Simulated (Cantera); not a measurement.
Input (Python, Cantera) and output of one run.

```python
import numpy as np
import cantera as ct

gas_names = """
    CL CLF CLF3 CL2 F F2 H HCL HF H2 H2F2 H3F3 H4F4 H5F5 H6F6 H7F7 Si SiCL SiCL2 SiCL3 SiCL4 SiF SiF2
    SiF3 SiF4 SiH SiHCL3 SiHF3 SiH2 SiH2CL2 SiH2F2 SiH3 SiH3CL SiH3F SiH4 Si2 Si3
""".split()
cond_names = """
    Si(cr) Si(L)
""".split()


# ... load() reads the species with a 1 bar reference pressure and builds the phases ...
atoms = {
    'SiCl4': {'Si': 1, 'CL': 4},
    'Cl2': {'CL': 2},
    'H2': {'H': 2},
    'HF': {'H': 1, 'F': 1},
}
top_T = {}  # K; cautious upper limits of use, not melting points


# ... equilibrate(T, P, feed) seeds the gas with the atoms and calls Mixture.equilibrate('TP', solver="vcs", rtol=1e-11, max_steps=5000) ...
results = []
feed = {'SiCl4': 1, 'Cl2': 0.58, 'H2': 0.83, 'HF': 0.023}  # mol
P = 100000  # Pa
for T in [1098, 1123, 1148, 1173, 1198, 1223, 1248, 1273, 1298, 1323, 1348, 1373, 1398]:
    mix = equilibrate(T, P, feed)
    results.append((T, P, feed, dict(zip(mix.species_names, mix.species_moles))))

top = {s: max(r[3][s] / sum(r[3][g] for g in gas_names) for r in results) for s in gas_names}
cols = sorted((s for s in top if top[s] > 1e-06), key=lambda s: -top[s])[:5]
seen = [c for c in cond_names if any(r[3].get(c, 0) > 1e-12 for r in results)]
print("log10 of partial pressures in bar; condensed amounts in mol")
print(f"{'T/K':>10s}" + "".join(f"{s[:9]:>10s}" for s in cols + seen))
for T, P, feed, n in results:
    ng = sum(n[g] for g in gas_names)
    print(f"{T:10.4g}" + "".join(f"{np.log10(max(n[s] / ng * P / 1e5, 1e-99)):10.3f}" for s in cols)
          + "".join(f"{n.get(c, 0):10.4g}" for c in seen))
```

It prints:

```
log10 of partial pressures in bar; condensed amounts in mol
       T/K       HCL     SiCL4        H2     SiCL3    SiHCL3
      1098    -0.312    -0.390    -0.994    -3.674    -2.909
      1123    -0.312    -0.391    -0.995    -3.491    -2.840
      1148    -0.312    -0.391    -0.997    -3.317    -2.774
      1173    -0.311    -0.392    -0.998    -3.150    -2.711
      1198    -0.311    -0.392    -1.000    -2.991    -2.652
      1223    -0.310    -0.393    -1.003    -2.840    -2.596
      1248    -0.310    -0.394    -1.006    -2.695    -2.544
      1273    -0.309    -0.396    -1.009    -2.557    -2.495
      1298    -0.308    -0.397    -1.014    -2.426    -2.449
      1323    -0.306    -0.400    -1.019    -2.301    -2.407
      1348    -0.305    -0.402    -1.026    -2.183    -2.369
      1373    -0.303    -0.406    -1.034    -2.071    -2.336
      1398    -0.301    -0.410    -1.044    -1.965    -2.307
```

Cantera equilibrium calculation (NASA polynomials, part measured and part estimated; ideal gas, pure solids and liquids). The tables' values for SiCl3, SiF3 are old estimates; treat these amounts as uncertain.
